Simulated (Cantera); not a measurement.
**Titanium nitride, carbide and oxide coatings: Ti + CH₄ + H₂**

A closed system holds: 1 mol Ti, 1.2 mol CH₄, 1.2 mol H₂, equilibrated at 13.3 mbar.

Cantera equilibrium calculation (NASA polynomials, part measured and part estimated; ideal gas, pure solids and liquids). Candidate condensed phases: C, C₆H₆, C₇H₈, C₈H₁₈, Ti, TiC; 77 gas species. TiC: taken at fixed stoichiometry. Equilibrium is a limit: real reactors are often held back by kinetics, nucleation or transport.

```
T (K)  log p H₂  log p H  log p C₂H₂ (acetylene)  log p CH₄  log p C₂H  log p Ti  n C(graphite)  n TiC(s)
-----  --------  -------  ----------------------  ---------  ---------  --------  -------------  --------
1598      -1.88    -5.21                   -6.44      -6.53     -12.26    -13.36          0.200      1.00
1673      -1.88    -4.88                   -6.12      -6.67     -11.44    -12.41          0.200      1.00
1748      -1.88    -4.58                   -5.82      -6.79     -10.68    -11.55          0.199      1.00
1823      -1.88    -4.30                   -5.55      -6.90      -9.99    -10.75          0.198      1.00
1898      -1.88    -4.05                   -5.30      -7.00      -9.36    -10.02          0.197      1.00
1973      -1.88    -3.81                   -5.07      -7.10      -8.77     -9.35          0.195      1.00
2048      -1.88    -3.59                   -4.86      -7.19      -8.23     -8.72          0.192     1.000
2123      -1.89    -3.39                   -4.67      -7.28      -7.73     -8.14          0.188     1.000
2198      -1.90    -3.20                   -4.49      -7.37      -7.26     -7.61          0.182     1.000
2273      -1.91    -3.03                   -4.33      -7.46      -6.83     -7.10          0.174     1.000
```
log p: log10 of the partial pressure in bar; n: condensed amount in mol.

From 1598 K to 2273 K the condensed part is C(graphite) + TiC(s).
